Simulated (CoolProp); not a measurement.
Properties of dodecamethylcyclohexasiloxane (D6) along the isotherm 346.85 °C.

Computed with CoolProp (reference Helmholtz-energy equation of state, Colonna 2008). It is a short technical equation, of lower accuracy than the large ones.

```tsv
p (kPa)	phase	density (kg/m³)	cp (kJ/(kg K))	cv (kJ/(kg K))	isothermal compressibility (1/MPa)	expansivity (1/kK)
320	gas	33.39	1.988	1.944	3.841	3.011
961	liquid	518.2	2.360	1.978	0.1181	6.137
1280	liquid	535.1	2.303	1.978	0.08679	4.938
1600	liquid	548.5	2.269	1.978	0.06930	4.228
1920	liquid	559.8	2.246	1.978	0.05799	3.746
2240	liquid	569.5	2.229	1.978	0.05001	3.393
2560	liquid	578.1	2.215	1.978	0.04405	3.119
2880	liquid	585.8	2.204	1.979	0.03943	2.900
3200	liquid	592.9	2.196	1.979	0.03572	2.720
3530	liquid	599.6	2.188	1.979	0.03260	2.564
3850	liquid	605.7	2.181	1.980	0.03008	2.435
4170	liquid	611.3	2.176	1.980	0.02793	2.322
4490	liquid	616.6	2.171	1.980	0.02609	2.224
4810	liquid	621.6	2.166	1.980	0.02449	2.137
```
